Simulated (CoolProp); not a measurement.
A closed Brayton cycle with carbon dioxide: compressor inlet 308.15 K and 7.8 MPa, high pressure 22.6 MPa, turbine inlet 980 K, compressor efficiency 0.89, turbine efficiency 0.93, recuperator effectiveness 0.95 (on enthalpy, no pinch check). Each further row changes one setting.

The numbers come from the reference Helmholtz-energy equation of state, Span 1996 in CoolProp.

```
case                           thermal efficiency (%)  net work (kJ/kg)  compressor to turbine work  compressor exit (K)  turbine exit (K)
-----------------------------  ----------------------  ----------------  --------------------------  -------------------  ----------------
as stated                                        44.3               136                        0.21                373.7             834.3
turbine inlet 930 K                              42.9               127                        0.23                373.7             789.3
compressor inlet 318.15 K                        43.9               123                        0.29                403.6             834.3
high pressure 19.2 MPa                           42.6               118                        0.20                363.5             855.8
recuperator effectiveness 0.5                    24.8               136                        0.21                373.7             834.3
```
